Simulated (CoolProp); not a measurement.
Vapour-liquid equilibrium of n-hexane (1) + n-decane (2) at 329.6 K; x and y are mole fractions of (1).

Values from CoolProp's multi-fluid Helmholtz-energy mixture model, Thol 2019 and Lemmon 2006; pair parameters Kunz 2012.

**Question.** Give the bubble pressure and the first vapour's composition at x = 0.45, 0.55, 0.95. Is there an azeotrope?

**Answer.** x = 0.45: 0.03014 MPa, y = 0.976; x = 0.55: 0.03689 MPa, y = 0.984; x = 0.95: 0.06432 MPa, y = 0.999. No azeotrope shows between x = 0.05 and 0.95.

Pair parameters are fitted to limited data, so mixtures are less certain than the pure fluids.
